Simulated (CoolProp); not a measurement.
Vapour-liquid equilibrium of ethane (1) + C2F6 (R116) (2) at 0.508 MPa; x and y are mole fractions of (1).

Model: multi-fluid Helmholtz-energy mixture model, Bücker 2006 and Lemmon 2006; pair parameters Bell 2016, in CoolProp.

| x | bubble temperature, mixture model (K) | bubble temperature, Raoult's law (K) | y, mixture model | y, Raoult's law |
|---|---|---|---|---|
| 0.05 | 228.2 | 230.8 | 0.141 | 0.071 |
| 0.125 | 224.1 | 230.0 | 0.308 | 0.172 |
| 0.2 | 220.9 | 229.1 | 0.426 | 0.267 |
| 0.275 | 218.7 | 228.2 | 0.508 | 0.357 |
| 0.35 | 217.2 | 227.4 | 0.563 | 0.441 |
| 0.425 | 216.3 | 226.6 | 0.602 | 0.521 |
| 0.5 | 215.7 | 225.8 | 0.630 | 0.596 |
| 0.575 | 215.5 | 225.0 | 0.651 | 0.667 |
| 0.65 | 215.3 | 224.2 | 0.671 | 0.734 |
| 0.725 | 215.4 | 223.5 | 0.693 | 0.797 |
| 0.8 | 215.6 | 222.7 | 0.724 | 0.857 |
| 0.875 | 216.4 | 222.0 | 0.777 | 0.913 |
| 0.95 | 218.3 | 221.3 | 0.877 | 0.966 |

The largest gap from Raoult's law is -10.3 K in bubble temperature, at x = 0.425. y crosses x between x = 0.65 and 0.725: the model has an azeotrope there.

Pair parameters are fitted to limited data, so mixtures are less certain than the pure fluids. With so large a gap from Raoult's law the liquid may split in two, which this calculation doesn't test in full.
